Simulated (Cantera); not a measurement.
A closed system holds: 1 mol acetone, 0.83 mol CO2, 0.77 mol NH3.

Cantera equilibrium calculation (NASA polynomials, part measured and part estimated; ideal gas, pure solids and liquids). Candidate condensed phases: C, C6H6, C7H8, C8H18, H2O; 136 gas species. The feed counts by its element totals alone. The ideal-gas law is rough above about 30 bar. The numbers say what is thermodynamically allowed, not how fast it happens.

Stable condensed phases, one row left out:

```
T in K \ P in Pa
               10       72      520     3700    27000   190000  1400000 10000000
   2848         A        A        B        B        B        B        B        B
   2448         B        B        B        B        B        B        B        B
   2248         B        B        B        B        B        B        B        B
   2048         B        B        B        B        B        B        B        B
   1848         B        B        B        B        B        B        B        B
   1648         B        B        B        B        B        B        B        B
   1448         B        B        B        B        B        B        B        B
   1248         B        B        B        B        B        B        B        B
   1048         B        B        B        B        B        B        B        B
```

A: gas only; B: C.

Give the row for 2648 K.

10: gas only; 72: C; 520: C; 3700: C; 27000: C; 190000: C; 1400000: C; 10000000: C.
